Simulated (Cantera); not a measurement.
What does this Cantera script print?

```python
import numpy as np
import cantera as ct

gas = ct.Solution("gri30.yaml", transport_model="multicomponent")
show = ['CH4', 'C2H2', 'CH3']

rows = []
print(f"{'T/K':>7s}{'rho':>11s}{'cp':>10s}{'mu':>11s}{'lambda':>11s}{'Pr':>7s}" + "".join(f"{'D_' + s:>11s}" for s in show))
for T in [400, 600, 800, 1000, 1200, 1400, 1600, 1800, 2000]:
    gas.TPX = T, 27000, {'C2H2': 0.61, 'C2H6': 0.75, 'C2H4': 0.99, 'C3H8': 0.59}
    Pr = gas.cp_mass * gas.viscosity / gas.thermal_conductivity
    D = [gas.mix_diff_coeffs_mole[gas.species_index(s)] for s in show]
    rows.append([gas.density, gas.cp_mass, gas.viscosity, gas.thermal_conductivity, Pr, *D])
    print(f"{T:7g}{gas.density:11.4e}{gas.cp_mass:10.1f}{gas.viscosity:11.4e}"
          f"{gas.thermal_conductivity:11.4e}{Pr:7.3f}" + "".join(f"{d:11.4e}" for d in D))
print("SI units: kg/m3, J/kg/K, Pa s, W/m/K, m2/s")
```

Output:

```
    T/K        rho        cp         mu     lambda     Pr      D_CH4     D_C2H2      D_CH3
    400 2.5467e-01    2029.3 1.2504e-05 3.3599e-02  0.755 1.0051e-04 7.2082e-05 1.0104e-04
    600 1.6978e-01    2695.6 1.7727e-05 6.2912e-02  0.760 2.0809e-04 1.5180e-04 2.0933e-04
    800 1.2733e-01    3189.0 2.2214e-05 9.3111e-02  0.761 3.4345e-04 2.5286e-04 3.4561e-04
   1000 1.0187e-01    3574.0 2.6201e-05 1.2314e-01  0.760 5.0334e-04 3.7261e-04 5.0662e-04
   1200 8.4890e-02    3857.1 2.9829e-05 1.5154e-01  0.759 6.8565e-04 5.0932e-04 6.9020e-04
   1400 7.2763e-02    4083.4 3.3185e-05 1.7875e-01  0.758 8.8885e-04 6.6177e-04 8.9482e-04
   1600 6.3667e-02    4262.9 3.6333e-05 2.0457e-01  0.757 1.1118e-03 8.2904e-04 1.1193e-03
   1800 5.6593e-02    4404.4 3.9313e-05 2.2898e-01  0.756 1.3536e-03 1.0104e-03 1.3628e-03
   2000 5.0934e-02    4515.6 4.2159e-05 2.5203e-01  0.755 1.6134e-03 1.2054e-03 1.6245e-03
SI units: kg/m3, J/kg/K, Pa s, W/m/K, m2/s
```

Cantera simulation using GRI-Mech 3.0 (53 species, 325 reactions); the numbers are that mechanism's predictions, not measurements. The composition is frozen, though it would react at the higher temperatures.
